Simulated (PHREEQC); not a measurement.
PHREEQC input (ion-association model, wateq4f.dat):

```
SOLUTION_MASTER_SPECIES
  An  An-  0  An  62.0  # stands for a non-complexing anion
SOLUTION_SPECIES
  An- = An-
    -log_k 0
    -gamma 3.0 0
PHASES
  Fix_H+
    H+ = H+
    -log_k 0
SOLUTION 1
  temp 25
  units mmol/kgw
  pH 7 charge
  S(6) 0.099
  Na 300.198
  F 0.00046
  Cl 0.198
  Zn 0.099
  An 300
END
SELECTED_OUTPUT 1
  -reset false
  -pH true
  -pe true
  -ionic_strength true
  -water true
  -totals Cl F Na S Zn S(-2) S(6)
  -molalities Hfo_wOH Hfo_wOH2+ Hfo_wO- Hfo_sOH Hfo_sOH2+ Hfo_sO- Hfo_wF Hfo_wOHF- Hfo_sOZn+ Hfo_wOZn+
    Hfo_wSO4- Hfo_wOHSO4-2
  -saturation_indices Zn(OH)2-e Zn4(OH)6SO4 Zn5(OH)8Cl2 Halite Mirabilite Goslarite ZnF2
USER_PUNCH 1
  -headings sigma psi
  10 PUNCH EDL("sigma", "Hfo"), EDL("psi", "Hfo")
PRINT
  -reset false
USE solution 1
SURFACE 1
  Hfo_wOH 3.82022e-05 600 0.017
  Hfo_sOH 9.55056e-07
EQUILIBRIUM_PHASES 1
  Fix_H+ -3 HAn 10
    -force_equality true
  O2(g) -0.68 10
END
# ... the last block is repeated for the other 16 points of pH, with NaOH or the acid as the point needs
```

Selected output (columns that matter, 9 of 17 rows; pH added in front):

```
pH	mu	F	Na	S	Zn	si_Zn(OH)2-e	si_Zn4(OH)6SO4	si_Zn5(OH)8Cl2	si_Halite	si_Mirabilite	si_Goslarite	si_ZnF2	sigma	psi
3	0.30183	4.5225e-07	0.3002	9.2695e-05	9.9e-05	-10.052	-33.384	-44.992	-6.1153	-5.0411	-7.3992	-16.667	0.24971	0.10604
3.75	0.30078	4.4777e-07	0.3002	9.2799e-05	9.9e-05	-8.5515	-28.872	-38.989	-6.115	-5.031	-7.3889	-16.255	0.24571	0.10532
4.5	0.30059	4.4695e-07	0.3002	9.3494e-05	9.8987e-05	-7.0515	-24.367	-32.989	-6.115	-5.026	-7.3839	-16.155	0.23258	0.10261
5.25	0.30055	4.4875e-07	0.3002	9.5339e-05	9.875e-05	-5.5525	-19.863	-26.994	-6.115	-5.0172	-7.3762	-16.133	0.19705	0.094461
6	0.30054	4.526e-07	0.3002	9.7555e-05	9.7918e-05	-4.0564	-15.368	-21.014	-6.115	-5.0072	-7.37	-16.126	0.14353	0.079267
6.75	0.30053	4.5639e-07	0.3002	9.8638e-05	9.4454e-05	-2.5729	-10.929	-15.096	-6.115	-5.0023	-7.3817	-16.134	0.095401	0.060913
7.5	0.30052	4.5806e-07	0.30022	9.8821e-05	8.4241e-05	-1.1288	-6.6519	-9.3758	-6.1149	-5.0014	-7.4367	-16.187	0.089186	0.058074
8.25	0.3005	4.5935e-07	0.30025	9.8938e-05	7.7577e-05	0.2701	-2.5557	-3.8813	-6.1149	-5.0007	-7.5372	-16.286	0.090274	0.058582
9	0.30047	4.5985e-07	0.30037	9.8992e-05	7.7358e-05	1.1622	-0.487	-0.921	-6.1147	-4.9999	-8.1447	-16.892	0.061431	0.043643
```

Along this series the solution becomes supersaturated in solids that the run did not let form, among them Zn(OH)2-e. The oxide is taken as insoluble; below pH 4 it would dissolve.
